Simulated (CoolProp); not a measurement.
Vapour-liquid equilibrium of R152A (1) + isobutene (2) at 6.75 bar; x and y are mole fractions of (1).

Model: multi-fluid Helmholtz-energy mixture model, Outcalt 1996 and Lemmon 2005; pair parameters Bell 2016, in CoolProp.

```tsv
x	bubble temperature, mixture model (K)	bubble temperature, Raoult's law (K)	y, mixture model	y, Raoult's law
0.05	322.2	325.3	…	0.092
0.2	…	320.4	0.401	0.326
0.35	…	316.1	0.541	0.510
0.5	…	312.4	0.638	0.660
0.65	…	309.0	…	0.783
0.8	302.0	306.0	0.817	0.886
0.95	302.0	303.3	0.944	0.974
```

Task: Complete the blanks.

Result: 
- 0.05, y, mixture model: 0.143
- 0.2, bubble temperature, mixture model (K): 312.7
- 0.35, bubble temperature, mixture model (K): 307.6
- 0.5, bubble temperature, mixture model (K): 304.7
- 0.65, bubble temperature, mixture model (K): 303.0
- 0.65, y, mixture model: 0.723

The largest gap from Raoult's law is -8.5 K in bubble temperature, at x = 0.35. y crosses x between x = 0.8 and 0.95: the model has an azeotrope there.

The pair parameters rest on a limited set of measurements; away from them the model extrapolates.
